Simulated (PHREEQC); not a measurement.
Solution (25 °C): 0.225 mol KOH per kg of water. It is in equilibrium with CO2 at log p = 0 (atm). Otherwise closed; pH follows from the charge balance.

Computed with PHREEQC (ion-association model, phreeqc.dat).

No solid was allowed to form.

Question: What pH, activity of water does the model give?

Answer: pH 7.05; activity of water 0.992.

Question: In which forms is C present?

Answer: HCO3- 87 %, CO2 13 % of the C.

Complexes and solids missing from the database can't appear.
